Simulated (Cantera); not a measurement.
Input: 1 mol SiCl₄, 1.2 mol C₂H₂, 180 mol H₂, held at 6.80 mbar.

Equilibrium computed with Cantera from the NASA thermochemical tables; the gas is ideal and each condensed phase is pure. Candidate condensed phases: C, C₆H₆, C₇H₈, C₈H₁₈, Si, SiC; 109 gas species. Gases not in the tables: Si₂H₆ and higher silanes. Rates play no part.

Q: Which condensed phases are stable at each of these points (T (°C)): 725, 825, 925, 1025, 1125, 1225, 1325, 1425, 1525, 1625, 1725, 1825, 1925, 2025?

A: 
```tsv
T (°C)	condensed phases	Si condensed (%)
725	C(graphite) + SiC(s)	99.9
825	C(graphite) + SiC(s)	100.0
925	C(graphite) + SiC(s)	100.0
1025	C(graphite) + SiC(s)	99.9
1125	C(graphite) + SiC(s)	99.9
1225	C(graphite) + SiC(s)	99.8
1325	C(graphite) + SiC(s)	99.7
1425	C(graphite) + SiC(s)	99.5
1525	C(graphite) + SiC(s)	99.1
1625	C(graphite) + SiC(s)	97.6
1725	C(graphite) + SiC(s)	91.2
1825	C(graphite) + SiC(s)	64.3
1925	C(graphite)	0.0
2025	C(graphite)	0.0
```

From 725 °C to 1825 °C the condensed part is C(graphite) + SiC(s). From 1925 °C to 2025 °C the condensed part is C(graphite).
